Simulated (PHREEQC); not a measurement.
## Copper plating or etch bath: speciation

Make-up at 25 °C and 10 atm: 0.0037 mol Cu(NO3)2, 0.0045 mol HBF4 and 0.00024 mol Na2SO4 per kg of water. Closed to the air; pH follows from the charge balance.

Equilibrium calculation in PHREEQC: ion-association model, phreeqc.dat.

Precipitation was switched off in this run.

Estimate the pH, ionic strength.

pH 2.42; ionic strength 0.0158 mol/kgw.

In which forms is Cu present?

Cu+2 98 %, CuSO4 1.2 %, CuF+ 0.9 % of the Cu.

Real BF4- forms and hydrolyses slowly; the run takes it at equilibrium.
